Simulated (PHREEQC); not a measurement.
A solution holds 0.22 mol HNO3 and 5e-06 mol NaHCO3 per kg of water, at 57 °C. Closed to the air; pH follows from the charge balance.

Model: ion-association model, phreeqc.dat, run in PHREEQC.

Task: The ionic strength comes out as 0.220 mol/kgw. What activity coefficients do NO3-, H+, Na+ get?

Result: NO3- 0.67, H+ 0.78, Na+ 0.73.

No solid was allowed to form. Constants without temperature data keep their 25 °C values here.
